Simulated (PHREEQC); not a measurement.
0.03 g of hydrous ferric oxide (600 m²/g; 0.2 weak and 0.005 strong sites per Fe, Dzombak-Morel constants, diffuse double layer) in 1 kg of water with 0.01 mol/kgw of an inert sodium salt and 9e-07 mol MnCl2 and 2.8e-07 mol SrCl2, at 25 °C; the pH is set by adding NaOH or the inert anion's acid. The system is closed to oxygen. CO2 from the air is kept out. No solid was allowed to form.

Equilibrium calculation in PHREEQC: ion-association model, wateq4f.dat.

```json
[
 {"pH": "4", "Mn sorbed (%)": "0.0", "Sr sorbed (%)": "0.0", "surface charge σ (C/m²)": "0.216", "surface potential ψ (mV)": "185"},
 {"pH": "4.75", "Mn sorbed (%)": "0.0", "Sr sorbed (%)": "0.0", "surface charge σ (C/m²)": "0.135", "surface potential ψ (mV)": "161"},
 {"pH": "5.5", "Mn sorbed (%)": "0.1", "Sr sorbed (%)": "0.0", "surface charge σ (C/m²)": "0.077", "surface potential ψ (mV)": "132"},
 {"pH": "5.88", "Mn sorbed (%)": "0.3", "Sr sorbed (%)": "0.0", "surface charge σ (C/m²)": "0.055", "surface potential ψ (mV)": "116"},
 {"pH": "6.62", "Mn sorbed (%)": "5.9", "Sr sorbed (%)": "0.0", "surface charge σ (C/m²)": "0.027", "surface potential ψ (mV)": "80"},
 {"pH": "7.38", "Mn sorbed (%)": "55.9", "Sr sorbed (%)": "0.3", "surface charge σ (C/m²)": "0.010", "surface potential ψ (mV)": "41"},
 {"pH": "8.12", "Mn sorbed (%)": "96.0", "Sr sorbed (%)": "4.2", "surface charge σ (C/m²)": "0.000", "surface potential ψ (mV)": "1"},
 {"pH": "8.5", "Mn sorbed (%)": "99.2", "Sr sorbed (%)": "17.2", "surface charge σ (C/m²)": "-0.005", "surface potential ψ (mV)": "-20"},
 {"pH": "9.25", "Mn sorbed (%)": "100.0", "Sr sorbed (%)": "79.1", "surface charge σ (C/m²)": "-0.017", "surface potential ψ (mV)": "-60"},
 {"pH": "10", "Mn sorbed (%)": "100.0", "Sr sorbed (%)": "98.5", "surface charge σ (C/m²)": "-0.039", "surface potential ψ (mV)": "-98"}
]
```
